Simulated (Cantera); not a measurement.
Predominance diagram of Ca at 750 K against the partial pressures of O₂ and Br₂ (log10, bar). Cantera with NASA thermochemical tables; ideal gases at 1 bar, condensed phases pure. Candidates: Ca(s), CaBr₂(s), CaO(s). Only these pure phases compete in this equilibrium. Not in the tables: oxide halides.

Question: Which phase is stable at these pairs, and which metal-bearing vapour leads over it? (-30.7, -13); (-11.8, -3.2); (-16.5, -19.5); (-9.5, -13); (-37.8, 0); (-9.5, -26); (-47.3, -26)

Answer: 
| log p(O₂) | log p(Br₂) | phase | chief vapour | log p (bar) |
|---|---|---|---|---|
| -30.7 | -13 | CaBr₂(s) | CaBr₂ | -11.4 |
| -11.8 | -3.2 | CaBr₂(s) | CaBr₂ | -11.4 |
| -16.5 | -19.5 | CaO(s) | CaBr₂ | -19.7 |
| -9.5 | -13 | CaO(s) | CaBr₂ | -16.7 |
| -37.8 | 0 | CaBr₂(s) | CaBr₂ | -11.4 |
| -9.5 | -26 | CaO(s) | CaBr₂ | -29.7 |
| -47.3 | -26 | CaBr₂(s) | CaBr₂ | -11.4 |
